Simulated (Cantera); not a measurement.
Mixture: CO : H2 : O2 : N2 = 1 : 1.3 : 0.605 : 2.28 (molar parts), equivalence ratio 1.9, at 735 Torr, adiabatic and at constant pressure. Ignition delay is the time to a rise of 400 K.

Detailed kinetics in Cantera: GRI-Mech 3.0 (53 species, 325 reactions). Below about 950 K walls govern HO2 and H2O2 in real vessels.

Problem. Predict: delay at 898 K; delay at 998 K; delay at 1098 K; delay at 1198 K; delay at 1298 K; delay at 1398 K.

Solution. 
- delay at 898 K: 32.1 ms
- delay at 998 K: 0.368 ms
- delay at 1098 K: 0.112 ms
- delay at 1198 K: 59.4 µs
- delay at 1298 K: 38.6 µs
- delay at 1398 K: 28.7 µs
